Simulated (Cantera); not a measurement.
A closed system holds: 1 mol Fe2O3, 0.78 mol CH4, 12 mol N2, held at 1.33 mbar.

Equilibrium computed with Cantera from the NASA thermochemical tables; the gas is ideal and each condensed phase is pure. Candidate condensed phases: C, C6H6, C7H8, C8H18, Fe, Fe(CO)5, FeO, Fe(OH)2, Fe(OH)3, Fe2O3, Fe3O4, H2O; 140 gas species. The tables' stoichiometric FeO is somewhat more stable than real wüstite, so its field is too wide. FeO: taken at fixed stoichiometry. Equilibrium is a limit: real reactors are often held back by kinetics, nucleation or transport.

### Question
What share of the Fe ends up in condensed phases as a function of T (K), at 1925, 1950, 1975, 2000, 2025, 2050, 2075, 2100, 2125, 2150, 2175?

### Answer
```tsv
T (K)	Fe condensed (%)	as
1925	62.5	FeO(l)
1950	57.5	FeO(l)
1975	52.2	FeO(l)
2000	46.5	FeO(l)
2025	40.4	FeO(l)
2050	33.5	FeO(l)
2075	25.2	FeO(l)
2100	14.7	FeO(l)
2125	0.5	FeO(l)
2150	0.0	-
2175	0.0	-
```
